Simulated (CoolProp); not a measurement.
A single-stage vapour-compression cycle with R404A: evaporating at 289.15 K (dew point), condensing at 322.15 K (bubble point), superheat 8 K, subcooling 2 K, compressor efficiency 0.9, no pressure losses. Each further row changes one setting.

The numbers come from the reference Helmholtz-energy equation of state, Lemmon 2003 in CoolProp. It is a pseudo-pure fit of the blend.

| case | cooling COP | pressure ratio | discharge temperature (K) | refrigerating effect (kJ/kg) | volumetric capacity (kJ/m³) |
|---|---|---|---|---|---|
| as stated | 5.79 | 2.33 | 335.3 | 110 | 5180 |
| evaporating temperature 294.15 K | 7.13 | 2.03 | 334.6 | ___ | 6120 |
| condensing temperature 317.15 K | 7.20 | 2.07 | 329.6 | 119 | ___ |
| subcooling 7 K | ___ | 2.33 | 335.3 | 119 | 5600 |
| superheat 18 K | 5.91 | 2.33 | 344.4 | 121 | 5330 |
| compressor efficiency 0.8 | 5.15 | 2.33 | 337.0 | 110 | 5180 |

Q: Complete the blanks.

A: 
- evaporating temperature 294.15 K, refrigerating effect (kJ/kg): 112
- condensing temperature 317.15 K, volumetric capacity (kJ/m³): 5580
- subcooling 7 K, cooling COP: 6.26
